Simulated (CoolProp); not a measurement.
Vapour-liquid equilibrium of propylene (1) + propane (2) at 0.0382 MPa; x and y are mole fractions of (1).

Model: multi-fluid Helmholtz-energy mixture model, Lemmon 2013 and Lemmon 2009; pair parameters Bell 2016, in CoolProp.

```tsv
x	bubble temperature (°C)	y at the bubble point	dew temperature at overall composition x (°C)	liquid density (mol/L)
0.05	-62.5	0.071	-62.4	13.75
0.125	-63.1	0.170	-62.8	13.85
0.2	[?]	0.260	-63.3	13.94
0.275	-64.1	0.344	-63.7	14.04
0.35	-64.6	0.422	-64.2	14.14
0.425	-65.0	0.496	-64.6	[?]
0.5	-65.3	0.566	-65.0	14.34
0.575	-65.6	0.634	-65.4	14.45
0.65	-65.9	[?]	-65.7	14.55
0.725	-66.2	0.764	-66.1	14.66
0.8	-66.5	0.828	[?]	14.76
0.875	-66.7	0.892	-66.6	14.87
0.95	-66.9	0.956	-66.9	[?]
```

Q: What belongs in the gaps?

A: 
- 0.2, bubble temperature (°C): -63.6
- 0.425, liquid density (mol/L): 14.24
- 0.65, y at the bubble point: 0.700
- 0.8, dew temperature at overall composition x (°C): -66.4
- 0.95, liquid density (mol/L): 14.98

No azeotrope shows between x = 0.05 and 0.95.

Pair parameters are fitted to limited data, so mixtures are less certain than the pure fluids.
